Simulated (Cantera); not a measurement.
A closed system holds: 1 mol HBr, 0.019 mol O2, 0.91 mol N2, equilibrated at 0.00610 bar.

Method: chemical equilibrium by Gibbs-energy minimisation in Cantera with the NASA 1993 tables (ideal gas, pure condensed phases). Candidate condensed phases: Br2, H2O; 27 gas species. Kinetics and transport are ignored.

Problem. At 2700 K, list the 7 most abundant gas species with their mole fractions, and the condensed phases.

Solution. Br 0.358, N2 0.340, H 0.198, H2 0.0737, HBr 0.0166, O 0.00549, H2O 0.00469. Condensed: gas only.
